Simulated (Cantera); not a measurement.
Input: 1 mol CHF₃, 0.04 mol Si, held at 998 K and 1100 Pa.

Equilibrium computed with Cantera from the NASA thermochemical tables; the gas is ideal and each condensed phase is pure. Candidate condensed phases: C, C₆H₆, C₇H₈, C₈H₁₈, Si, SiC; 113 gas species. Gases not in the tables: C₂F₆ and larger saturated fluorocarbons. Kinetics and transport are ignored.

**Question.** What is the equilibrium state?

**Answer.** 
```json
{
  "x(HF)": "0.667",
  "x(CF₄)": "0.307",
  "x(SiF₄)": "0.0267",
  "n(C(graphite))": "0.540 mol",
  "gas_amount": "1.500 mol",
  "log10 activity of Si(s) (absent)": "-37.18"
}
```
